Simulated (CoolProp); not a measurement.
Vapour-liquid equilibrium of hydrogen sulfide (1) + n-butane (2) at 346.2 K; x and y are mole fractions of (1).

Computed with CoolProp (multi-fluid Helmholtz-energy mixture model, Lemmon 2006 and Bücker 2006; pair parameters Kunz 2012).

| x | bubble pressure, mixture model (kPa) | bubble pressure, Raoult's law (kPa) | y, mixture model | y, Raoult's law |
|---|---|---|---|---|
| 0.05 | 1152 | 1104 | 0.237 | 0.253 |
| 0.125 | 1570 | 1458 | 0.439 | 0.479 |
| 0.2 | ? | 1812 | 0.558 | 0.617 |
| 0.275 | 2356 | 2167 | ? | 0.710 |
| 0.35 | 2724 | 2521 | 0.695 | 0.776 |
| 0.425 | 3077 | 2875 | ? | 0.827 |
| 0.5 | ? | 3230 | 0.777 | 0.866 |
| 0.575 | 3753 | 3584 | 0.810 | 0.897 |
| 0.65 | 4084 | 3938 | 0.841 | 0.923 |
| 0.725 | 4411 | 4293 | 0.871 | 0.944 |
| 0.8 | 4736 | 4647 | 0.902 | 0.963 |
| 0.875 | 5059 | 5001 | ? | 0.978 |
| 0.95 | ? | 5356 | ? | 0.992 |

Question: What belongs in the gaps?

Answer: 
- 0.2, bubble pressure, mixture model (kPa): 1972
- 0.275, y, mixture model: 0.637
- 0.425, y, mixture model: 0.740
- 0.5, bubble pressure, mixture model (kPa): 3419
- 0.875, y, mixture model: 0.934
- 0.95, bubble pressure, mixture model (kPa): 5380
- 0.95, y, mixture model: 0.971

The largest gap from Raoult's law is +8.8 % in bubble pressure, at x = 0.2. No azeotrope shows between x = 0.05 and 0.95.

The pair parameters rest on a limited set of measurements; away from them the model extrapolates.
